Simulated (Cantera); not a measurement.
# Thermodynamics of iron carbonyl, mercury and lead vapours, feed PbO + CO + N₂

Charge: 1 mol PbO, a varied amount of CO, 23 mol N₂, at 0.490 bar.

Cantera equilibrium calculation (NASA polynomials, part measured and part estimated; ideal gas, pure solids and liquids). Candidate condensed phases: C, Pb, PbO, PbO₂, Pb₃O₄; 27 gas species. Mutual solubility and eutectic melting of coexisting phases are not modelled. Equilibrium is a limit: real reactors are often held back by kinetics, nucleation or transport.

Stable condensed phases:

```
T in °C \ n(CO) in mol
          0.5 0.68 0.91  1.2  1.7  2.2    3  4.1  5.5  7.4
    775     A    A    A    B    B    B    B    B    B    B
    750     A    A    A    B    B    B    B    B    B    B
    725     A    A    A    B    B    B    B    B    B    B
    700     A    A    A    B    B    B    B    B    B    B
    675     A    A    A    B    B    B    B    B    B    C
    650     A    A    A    B    B    B    B    B    C    C
    625     A    A    A    B    B    B    B    C    C    C
    600     A    A    A    B    B    B    B    C    C    C
    575     A    A    A    B    B    B    C    C    C    C
    550     A    A    A    B    B    C    C    C    C    C
    525     A    A    A    B    C    C    C    C    C    C
    500     A    A    A    B    C    C    C    C    C    C
    475     A    A    A    B    C    C    C    C    C    C
```

A: Pb + PbO; B: Pb; C: C + Pb.
